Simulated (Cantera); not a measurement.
A Cantera script and what it prints.

```python
import numpy as np
import cantera as ct

gas_names = [...]  # 109 gases of nasa_gas.yaml made of C, Cl, H, Si
cond_names = """
    C(gr) C6H6(L) C7H8(L) C8H18(L),n-octa Si(cr) Si(L) SiC(b)
""".split()


# ... load() reads the species with a 1 bar reference pressure and builds the phases ...
atoms = {
    '(CH3)2SiCl2': {'C': 2, 'H': 6, 'Si': 1, 'CL': 2},
    'CH4': {'C': 1, 'H': 4},
    'H2': {'H': 2},
}
top_T = {'C(gr)': 4500, 'SiC(b)': 3050}  # K; cautious upper limits of use, not melting points


# ... equilibrate(T, P, feed) seeds the gas with the atoms and calls Mixture.equilibrate('TP', solver="vcs", rtol=1e-11, max_steps=5000) ...
results = []
feed = {'(CH3)2SiCl2': 1, 'CH4': 1.6, 'H2': 430}  # mol
T = 2450  # K
P = 13000  # Pa
mix = equilibrate(T, P, feed)
results.append((T, P, feed, dict(zip(mix.species_names, mix.species_moles))))
print(gas.report(threshold=1e-06))
for i in range(1, mix.n_phases):
    print(f"{mix.phase(i).name:16s} {mix.phase_moles(i):12.5e} mol")
```

Result:

```
       temperature   2450 K
          pressure   13000 Pa
           density   0.0014479 kg/m^3
  mean mol. weight   2.2688 kg/kmol
   phase of matter   gas

                          1 kg             1 kmol
                     ---------------   ---------------
          enthalpy        3.5677e+07        8.0945e+07  J
   internal energy        2.6699e+07        6.0575e+07  J
           entropy             94200        2.1372e+05  J/K
    Gibbs function       -1.9511e+08       -4.4267e+08  J
 heat capacity c_p             15412             34968  J/K
 heat capacity c_v             11748             26653  J/K

                      mass frac. Y      mole frac. X     chem. pot. / RT
                     ---------------   ---------------   ---------------
               CH2        9.5705e-06         1.548e-06           -25.857
               CH3        8.7336e-05        1.3179e-05           -36.984
               CH4        8.8937e-05        1.2578e-05            -48.11
               C2H         0.0001537        1.3932e-05           -18.336
    C2H2,acetylene          0.043078         0.0037536           -29.462
   C2H2,vinylidene        2.8248e-05        2.4614e-06           -29.462
              C4H2        0.00013697        6.2076e-06           -36.671
                CL         0.0027154        0.00017379           -27.908
                 H          0.023946          0.053899           -11.126
               HCL          0.068295           0.00425           -39.034
                H2           0.83143            0.9357           -22.253
                Si          0.021113         0.0017056           -9.6806
              SiC2         0.0040326        0.00017559            -16.89
              SiCL        0.00038119        1.3612e-05           -37.588
             SiCL2        8.8482e-05        2.0281e-06           -65.496
               SiH         0.0021778        0.00016984           -20.807
              SiH2        0.00072272        5.4474e-05           -31.933
               Si2        7.1505e-05        2.8883e-06           -19.361
              Si2C         0.0014034        4.6699e-05           -22.966
     [  +90 minor]        3.7806e-05        2.7301e-06

C(gr)             0.00000e+00 mol
Si(L)             0.00000e+00 mol
SiC(b)            0.00000e+00 mol
```

Equilibrium computed with Cantera from the NASA thermochemical tables; the gas is ideal and each condensed phase is pure. The feed counts by its element totals alone. The tables' values for SiCl are old estimates; treat these amounts as uncertain. Gases not in the tables: Si2H6 and higher silanes.
